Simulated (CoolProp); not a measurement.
Vapour-liquid equilibrium of acetone (1) + n-nonane (2) at 354.4 K; x and y are mole fractions of (1).

Computed with CoolProp (multi-fluid Helmholtz-energy mixture model, Lemmon 2006 and Lemmon 2006; pair parameters Bell 2016).

Question: Give the bubble pressure and the first vapour's composition at x = 0.05, 0.5, 0.8. Is there an azeotrope?

Answer: x = 0.05: 0.04440 MPa, y = 0.774; x = 0.5: 0.1632 MPa, y = 0.950; x = 0.8: 0.1921 MPa, y = 0.970. No azeotrope shows between x = 0.05 and 0.95.

Pair parameters are fitted to limited data, so mixtures are less certain than the pure fluids. With so large a gap from Raoult's law the liquid may split in two, which this calculation doesn't test in full.
